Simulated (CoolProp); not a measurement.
Acetone along the isotherm 550 K: density (kg/m³) from the reference equation and from simpler models built on Tc = 508.1 K, pc = 4.692 MPa, ω = 0.307; each cubic takes its own stable root.

The numbers come from the reference Helmholtz-energy equation of state, Lemmon 2006 in CoolProp. It is a short technical equation, of lower accuracy than the large ones.

```tsv
p (MPa)	phase	reference	ideal gas	Redlich-Kwong	Peng-Robinson
0.148	gas	1.898	1.880	1.896	1.897
0.264	gas	3.411	3.353	3.405	3.409
0.469	gas	6.142	5.957	6.125	6.138
0.834	gas	11.20	10.59	11.14	11.18
1.48	gas	20.83	18.80	20.65	20.78
2.64	gas	40.86	33.53	40.28	40.67
4.69	gas	90.54	59.57	89.28	89.36
8.34	supercritical	318.8	105.9	263.1	253.1
14.8	supercritical	462.5	188.0	363.6	383.9
26.4	supercritical	535.2	335.3	432.4	468.5
46.9	supercritical	597.1	595.7	492.5	539.5
```
